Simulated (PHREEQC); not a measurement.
TMAH is added in steps, without added water, to 1 kg of water holding 24 mmol/kgw HF, 0.053 mmol/kgw Na2B4O7 and 0.25 mmol/kgw KCl, at 25 °C. Oxygen alone is held at its pressure in air (log pO2 = -0.68). CO2 from the air is kept out. Solids allowed: Halite, Sylvite. Others were left out.

Base run: PHREEQC, ion-association model, phreeqc.dat. Each further column changes one thing. The table gives pH.

| TMAH added (mol) | base | diluted 5-fold with water | HF from 0.024 to 0.048 mol/kgw | temperature from 25 to 45 °C | no solid may form |
|---|---|---|---|---|---|
| 0 | 2.43 | 2.83 | 2.25 | 2.50 | 2.43 |
| 0.0038 | 2.67 | 3.84 | 2.40 | 2.77 | 2.67 |
| 0.0076 | 2.91 | 11.40 | 2.55 | 3.04 | 2.91 |
| 0.0095 | 3.04 | 11.62 | 2.62 | 3.17 | 3.04 |
| 0.0133 | 3.29 | 11.87 | 2.77 | 3.44 | 3.29 |
| 0.0171 | 3.60 | 12.03 | 2.90 | 3.75 | 3.60 |
| 0.0209 | 4.09 | 12.14 | 3.04 | 4.23 | 4.09 |
| 0.0247 | 10.70 | 12.23 | 3.18 | 10.11 | 10.70 |
| 0.0285 | 11.57 | 12.30 | 3.32 | 10.96 | 11.57 |
| 0.0304 | 11.72 | 12.33 | 3.39 | 11.12 | 11.72 |
| 0.0342 | 11.92 | 12.39 | 3.56 | 11.32 | 11.92 |
| 0.038 | 12.06 | 12.43 | 3.76 | 11.45 | 12.06 |

(CH3)4N+ isn't in the database: it is added as a free cation with an ion size of 4 Å. Real BF4- forms and hydrolyses slowly; the run takes it at equilibrium. Away from 25 °C the constants follow the database's enthalpies or fits; those with neither stay at their 25 °C values.
